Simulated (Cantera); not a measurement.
# Low-pressure radical oxidation in H2/O2

A perfectly stirred reactor is fed with H2 : O2 = 0.17 : 1 (molar parts), equivalence ratio 0.085, at 0.825 Torr; it is held at 1300 K, and followed from long to short residence time.

Detailed kinetics in Cantera: the H2/O2 subset of GRI-Mech 3.0, which has no nitrogen chemistry. Radical loss at walls, strong at low pressure, is not modelled. The temperature is held fixed by assumption; the heat of reaction is taken as removed at once.

```json
[
 {"τ (s)": "0.51", "x H2": "0.00535", "x O2": "0.768", "x H2O": "0.120", "x O": "0.0637", "x HO2": "4.69e-7"},
 {"τ (s)": "0.29", "x H2": "0.00585", "x O2": "0.763", "x H2O": "0.117", "x O": "0.0672", "x HO2": "4.66e-7"},
 {"τ (s)": "0.16", "x H2": "0.00648", "x O2": "0.761", "x H2O": "0.115", "x O": "0.0690", "x HO2": "4.64e-7"},
 {"τ (s)": "0.090", "x H2": "0.00739", "x O2": "0.760", "x H2O": "0.113", "x O": "0.0692", "x HO2": "4.64e-7"},
 {"τ (s)": "0.050", "x H2": "0.00891", "x O2": "0.761", "x H2O": "0.111", "x O": "0.0679", "x HO2": "4.63e-7"},
 {"τ (s)": "0.028", "x H2": "0.0114", "x O2": "0.763", "x H2O": "0.107", "x O": "0.0650", "x HO2": "4.62e-7"},
 {"τ (s)": "0.016", "x H2": "0.0155", "x O2": "0.767", "x H2O": "0.103", "x O": "0.0607", "x HO2": "4.60e-7"},
 {"τ (s)": "0.0089", "x H2": "0.0226", "x O2": "0.773", "x H2O": "0.0955", "x O": "0.0543", "x HO2": "4.52e-7"},
 {"τ (s)": "0.0050", "x H2": "0.0338", "x O2": "0.782", "x H2O": "0.0850", "x O": "0.0463", "x HO2": "4.34e-7"},
 {"τ (s)": "0.0028", "x H2": "0.0518", "x O2": "0.795", "x H2O": "0.0697", "x O": "0.0362", "x HO2": "4.01e-7"}
]
```
x: mole fraction; the columns are a selection and need not sum to one.
